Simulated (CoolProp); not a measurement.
The fluid at 482.23 K and 0.113 MPa expands adiabatically to 0.00923 MPa with isentropic efficiency 0.9. The same conditions are run with several fluids, on thermodynamics alone (safety and materials aside).

The numbers come from the reference Helmholtz-energy equation of state of each fluid (ethylbenzene: Zhou 2012; c-C4F8 (RC318): Platzer 1990; ethanol: Schroeder 2014; n-decane: Lemmon 2006; R123: Younglove 1994) in CoolProp. The equations of Platzer and Polt are older, rougher fits.

```
fluid           work (kJ/kg)  final temperature (K)  final density (kg/m³)
--------------  ------------  ---------------------  ---------------------
ethylbenzene            79.7                  436.5                  0.271
c-C4F8 (RC318)          42.8                  438.8                  0.506
ethanol                  174                  388.3                  0.132
n-decane                60.2                  454.8                  0.349
R123                    54.3                  415.6                  0.409
```
